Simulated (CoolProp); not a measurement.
Sulfur dioxide along the isotherm 447.2 K: fugacity coefficient from the reference equation and from simpler models built on Tc = 430.6 K, pc = 7.887 MPa, ω = 0.256; each cubic takes its own stable root.

Model: reference Helmholtz-energy equation of state, Gao 2016, in CoolProp.

| p (MPa) | phase | reference | Redlich-Kwong | Peng-Robinson |
|---|---|---|---|---|
| 0.111 | gas | 0.9957 | 0.9957 | 0.9953 |
| 0.167 | gas | 0.9936 | 0.9935 | 0.9929 |
| 0.252 | gas | 0.9903 | 0.9903 | 0.9893 |
| 0.38 | gas | 0.9854 | 0.9853 | 0.9838 |
| 0.573 | gas | 0.9780 | 0.9779 | 0.9757 |
| 0.865 | gas | 0.9669 | 0.9667 | 0.9634 |
| 1.3 | gas | 0.9503 | 0.9501 | 0.9453 |
| 1.97 | gas | 0.9251 | 0.9248 | 0.9178 |
| 2.97 | gas | 0.8877 | 0.8875 | 0.8776 |
| 4.48 | gas | 0.8319 | 0.8318 | 0.8184 |
| 6.76 | gas | 0.7484 | 0.7486 | 0.7318 |
| 10.2 | supercritical | 0.6165 | 0.6160 | 0.6018 |
| 15.4 | supercritical | 0.4607 | 0.4693 | 0.4561 |
| 23.2 | supercritical | 0.3546 | 0.3695 | 0.3545 |
| 35 | supercritical | 0.2880 | 0.3078 | 0.2894 |
